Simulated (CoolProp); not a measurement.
Cyclopropane along the isotherm 331 K: density (kg/m³) from the reference equation and from simpler models built on Tc = 398.7 K, pc = 5.605 MPa, ω = 0.131; each cubic takes its own stable root.

Values from CoolProp's reference Helmholtz-energy equation of state, Polt 1992. This equation is an older, rougher fit; its heat capacities, sound speeds and derivatives of the liquid may be far off and weren't checked against measurements.

```
p (MPa)   phase  reference  Redlich-Kwong  Soave-Redlich-Kwong
-------  ------  ---------  -------------  -------------------
0.0443      gas     0.6808         0.6805               0.6806
0.0716      gas      1.104          1.103                1.103
0.116       gas      1.797          1.795                1.796
0.187       gas      2.921          2.916                2.918
0.302       gas      4.784          4.770                4.774
0.488       gas      7.915          7.873                7.887
0.788       gas          …              …                13.24
1.27        gas      23.26          22.78                    …
2.06     liquid      565.0          494.9                507.1
3.32     liquid      569.5          502.6                513.9
5.37     liquid          …          513.6                523.7
8.67     liquid      585.9          528.4                537.1
14       liquid      599.1          547.5                554.7
```

### Question
What belongs in the gaps?

### Answer

- 0.788, reference: 13.32
- 0.788, Redlich-Kwong: 13.19
- 1.27, Soave-Redlich-Kwong: 22.92
- 5.37, reference: 576.3
